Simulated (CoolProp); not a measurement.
Nitrous oxide along the isotherm 226.85 °C: Z from the reference equation and from simpler models built on Tc = 36.4 °C, pc = 72.45 bar, ω = 0.161; each cubic takes its own stable root.

Model: reference Helmholtz-energy equation of state, Lemmon 2006, in CoolProp. It is a short technical equation, of lower accuracy than the large ones.

| p (bar) | phase | reference |
|---|---|---|
| 10.9 | gas | 0.9908 |
| 21.7 | gas | 0.9818 |
| 32.6 | gas | 0.9730 |
| 43.5 | gas | 0.9643 |
| 54.3 | gas | 0.9559 |
| 65.2 | gas | 0.9477 |
| 76.1 | supercritical | 0.9397 |
| 86.9 | supercritical | 0.9321 |
| 97.8 | supercritical | 0.9247 |
| 109 | supercritical | 0.9174 |

How far does each simpler model (Pitzer virial, van der Waals, Redlich-Kwong, Soave-Redlich-Kwong, Peng-Robinson) lie from the reference over these 10 states: mean and median of the absolute difference, and the worst?


- Pitzer virial: mean 0.2 %, median 0.1 %, worst -0.6 % at 226.85 °C and 109 bar
- van der Waals: mean 2.3 %, median 2.3 %, worst -4.6 % at 226.85 °C and 109 bar
- Redlich-Kwong: mean 1.1 %, median 1.1 %, worst -1.8 % at 226.85 °C and 109 bar
- Soave-Redlich-Kwong: mean 1.1 %, median 1.1 %, worst +2.3 % at 226.85 °C and 109 bar
- Peng-Robinson: mean 0.5 %, median 0.6 %, worst -0.6 % at 226.85 °C and 76.1 bar
